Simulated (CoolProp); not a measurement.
Cyclopentane along the isotherm 276.85 °C: fugacity coefficient from the reference equation and from simpler models built on Tc = 238.6 °C, pc = 4583 kPa, ω = 0.202; each cubic takes its own stable root.

Computed with CoolProp (reference Helmholtz-energy equation of state, Gedanitz 2015).

```json
[
 {"p (kPa)": "1270", "phase": "gas", "reference": "0.9242"},
 {"p (kPa)": "2550", "phase": "gas", "reference": "0.8504"},
 {"p (kPa)": "3820", "phase": "gas", "reference": "0.7793"},
 {"p (kPa)": "5090", "phase": "supercritical", "reference": "0.7094"},
 {"p (kPa)": "6360", "phase": "supercritical", "reference": "0.6400"},
 {"p (kPa)": "7640", "phase": "supercritical", "reference": "0.5742"},
 {"p (kPa)": "8910", "phase": "supercritical", "reference": "0.5204"},
 {"p (kPa)": "10200", "phase": "supercritical", "reference": "0.4777"},
 {"p (kPa)": "11500", "phase": "supercritical", "reference": "0.4441"}
]
```

How far does each simpler model (van der Waals, Redlich-Kwong, Soave-Redlich-Kwong, Peng-Robinson) lie from the reference over these 9 states: mean and median of the absolute difference, and the worst?


- van der Waals: mean 2.1 %, median 2.0 %, worst +4.8 % at 276.85 °C and 11500 kPa
- Redlich-Kwong: mean 0.4 %, median 0.2 %, worst +1.4 % at 276.85 °C and 11500 kPa
- Soave-Redlich-Kwong: mean 2.3 %, median 1.9 %, worst +5.2 % at 276.85 °C and 11500 kPa
- Peng-Robinson: mean 1.6 %, median 1.7 %, worst -2.3 % at 276.85 °C and 6360 kPa
